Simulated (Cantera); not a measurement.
Charge: 1 mol Si, 0.0083 mol O₂, 4.9 mol H₂, at 3.50 bar.

These are equilibrium values from Cantera (NASA tables, ideal gas, pure condensed phases), not measurements of a reactor. Candidate condensed phases: H₂O, Si, SiO₂; 18 gas species. Mutual solubility and eutectic melting of coexisting phases are not modelled. The tables hold silica as quartz up to 1696 K and as liquid above; real silica turns to tridymite and cristobalite and melts near 1996 K. Gases not in the tables: Si₂H₆ and higher silanes. Equilibrium is a limit: real reactors are often held back by kinetics, nucleation or transport.

log p: log10 of the partial pressure in bar; n: condensed amount in mol.

| T (°C) | log p H₂ | log p SiO | log p H | log p SiH₂ | log p SiH | log p Si | log p H₂O | n Si(s) | n SiO₂(β-quartz) | n Si(l) |
|---|---|---|---|---|---|---|---|---|---|---|
| 1002 | 0.54 | -5.39 | -5.86 | -6.76 | -9.46 | -10.71 | ___ | 0.992 | 0.00830 | 0 |
| 1102 | 0.54 | -4.37 | -5.19 | -6.04 | -8.36 | -9.39 | ___ | 0.992 | 0.00827 | 0 |
| 1202 | 0.54 | -3.49 | -4.62 | -5.42 | -7.42 | -8.24 | ___ | 0.991 | 0.00807 | 0 |
| 1302 | 0.54 | -2.72 | -4.11 | -4.88 | -6.59 | -7.24 | ___ | 0.990 | 0.00695 | 0 |
| 1402 | 0.54 | -2.05 | -3.66 | -4.41 | -5.87 | -6.36 | -4.21 | 0.985 | 0.00201 | 0 |
| 1502 | 0.54 | -1.93 | -3.27 | -4.06 | -5.30 | -5.66 | -4.26 | 0 | 0 | 0.983 |
| 1602 | 0.54 | -1.93 | -2.91 | -3.76 | -4.80 | -5.04 | ___ | 0 | 0 | 0.983 |
| 1702 | 0.54 | -1.93 | -2.59 | -3.49 | -4.36 | -4.49 | ___ | 0 | 0 | 0.983 |
| 1802 | 0.54 | -1.93 | -2.30 | -3.25 | -3.96 | -3.99 | ___ | 0 | 0 | 0.982 |

Q: Some entries are withheld; supply them.

A: 
- 1002, log p H₂O: -6.17
- 1102, log p H₂O: -5.57
- 1202, log p H₂O: -5.05
- 1302, log p H₂O: -4.60
- 1602, log p H₂O: -4.40
- 1702, log p H₂O: -4.52
- 1802, log p H₂O: -4.63
